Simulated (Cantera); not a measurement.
Charge: 1 mol SiCl₄, 1.9 mol HCl, 1.9 mol H₂, at 19.0 bar.

Cantera equilibrium calculation (NASA polynomials, part measured and part estimated; ideal gas, pure solids and liquids). Candidate condensed phases: Si; 19 gas species. The tables' values for SiCl₃ are old estimates; treat these amounts as uncertain. The numbers say what is thermodynamically allowed, not how fast it happens.

x: gas mole fraction; nothing condenses.

```tsv
T (K)	x HCl	x H₂	x SiCl₄	x SiHCl₃	x SiCl₃	x SiCl₂	x SiH₂Cl₂
923	0.397	0.395	0.208	0.000737	1.60e-6	4.96e-10	2.56e-7
973	0.397	0.395	0.207	0.00116	5.15e-6	3.67e-9	6.75e-7
1023	0.398	0.394	0.207	0.00173	1.47e-5	2.21e-8	1.61e-6
1073	0.398	0.393	0.206	0.00249	3.80e-5	1.12e-7	3.52e-6
1123	0.399	0.392	0.205	0.00345	8.96e-5	4.88e-7	7.12e-6
1173	0.401	0.391	0.203	0.00463	0.000196	1.86e-6	1.35e-5
1223	0.402	0.389	0.202	?	0.000399	?	?
1273	0.404	0.388	0.200	0.00765	0.000764	1.92e-5	4.06e-5
1323	0.407	0.385	0.197	0.00948	0.00138	5.31e-5	6.52e-5
1373	0.410	0.382	0.194	0.0115	0.00238	0.000135	0.000100
1423	0.413	0.379	0.190	?	0.00390	?	?
1473	0.418	0.375	0.185	0.0156	0.00611	0.000691	0.000206
```

Task: What belongs in the gaps?

Result: 
- 1223, x SiHCl₃: 0.00603
- 1223, x SiCl₂: 6.29e-6
- 1223, x SiH₂Cl₂: 2.40e-5
- 1423, x SiHCl₃: 0.0135
- 1423, x SiCl₂: 0.000317
- 1423, x SiH₂Cl₂: 0.000147
